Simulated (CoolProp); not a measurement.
Model: reference Helmholtz-energy equation of state, Thol 2018, in CoolProp.

Task: Give the vapour pressure (MPa), liquid density (kg/m³), liquid cp (kJ/(kg K)), vapour Z of saturated hydrogen chloride at -61.85, -52.95, -44.05 °C.

Result: 
| T (°C) | p (MPa) | liquid density (kg/m³) | liquid cp (kJ/(kg K)) | vapour Z |
|---|---|---|---|---|
| -61.85 | 0.322 | 1130 | 1.69 | 0.936 |
| -52.95 | 0.468 | 1100 | 1.70 | 0.918 |
| -44.05 | 0.661 | 1080 | 1.73 | 0.897 |
